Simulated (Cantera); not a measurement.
Input: 1 mol PbO, 180 mol H₂, 0.093 mol H₂O, held at 1.33 mbar.

These are equilibrium values from Cantera (NASA tables, ideal gas, pure condensed phases), not measurements of a reactor. Candidate condensed phases: H₂O, Pb, PbO, PbO₂, Pb₃O₄; 12 gas species. Rates play no part.

Q: Which condensed phases are stable at each of these points (T (K)): 798, 898, 998, 1098, 1198, 1298, 1398, 1498, 1598, 1698, 1798, 1898?

A: 
```tsv
T (K)	condensed phases	Pb condensed (%)
798	Pb(l)	99.2
898	Pb(l)	82.5
998	gas only	0.0
1098	gas only	0.0
1198	gas only	0.0
1298	gas only	0.0
1398	gas only	0.0
1498	gas only	0.0
1598	gas only	0.0
1698	gas only	0.0
1798	gas only	0.0
1898	gas only	0.0
```

From 798 K to 898 K the condensed part is Pb(l). From 998 K to 1898 K nothing is condensed.
